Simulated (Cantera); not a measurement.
An isothermal, constant-pressure homogeneous reactor starts with 83.3 % NO, 16.7 % N2, at 2050 K and 1.28 atm.

Detailed kinetics in Cantera: GRI-Mech 3.0 (53 species, 325 reactions).

x: mole fraction; the columns are a selection and need not sum to one.

```json
[
 {"t (s)": "8.00e-6", "x NO": "0.833", "x O2": "8.00e-8", "x O": "8.35e-6", "x NO2": "3.80e-6", "x N2": "0.167", "x N2O": "1.18e-5"},
 {"t (s)": "3.14e-5", "x NO": "0.833", "x O2": "9.82e-7", "x O": "1.95e-5", "x NO2": "3.01e-5", "x N2": "0.167", "x N2O": "4.40e-5"},
 {"t (s)": "0.000123", "x NO": "0.833", "x O2": "1.87e-5", "x O": "5.29e-5", "x NO2": "0.000150", "x N2": "0.167", "x N2O": "0.000143"},
 {"t (s)": "0.000485", "x NO": "0.832", "x O2": "0.000402", "x O": "0.000110", "x NO2": "0.000370", "x N2": "0.167", "x N2O": "0.000300"},
 {"t (s)": "0.00190", "x NO": "0.827", "x O2": "0.00276", "x O": "0.000124", "x NO2": "0.000421", "x N2": "0.170", "x N2O": "0.000334"},
 {"t (s)": "0.00748", "x NO": "0.808", "x O2": "0.0121", "x O": "0.000149", "x NO2": "0.000506", "x N2": "0.179", "x N2O": "0.000316"},
 {"t (s)": "0.0294", "x NO": "0.738", "x O2": "0.0470", "x O": "0.000217", "x NO2": "0.000699", "x N2": "0.214", "x N2O": "0.000258"},
 {"t (s)": "0.115", "x NO": "___", "x O2": "___", "x O": "___", "x NO2": "___", "x N2": "___", "x N2O": "___"},
 {"t (s)": "0.454", "x NO": "0.180", "x O2": "0.326", "x O": "0.000494", "x NO2": "0.000406", "x N2": "0.493", "x N2O": "1.44e-5"},
 {"t (s)": "1.78", "x NO": "___", "x O2": "0.404", "x O": "0.000546", "x NO2": "___", "x N2": "0.570", "x N2O": "___"},
 {"t (s)": "7.00", "x NO": "0.0106", "x O2": "0.411", "x O": "0.000550", "x NO2": "2.69e-5", "x N2": "0.578", "x N2O": "5.77e-7"}
]
```

Question: Some entries are withheld; supply them.

Answer: 
- 0.115, x NO: 0.524
- 0.115, x O2: 0.154
- 0.115, x O: 0.000351
- 0.115, x NO2: 0.000826
- 0.115, x N2: 0.321
- 0.115, x N2O: 0.000125
- 1.78, x NO: 0.0254
- 1.78, x NO2: 6.38e-5
- 1.78, x N2O: 7.94e-7
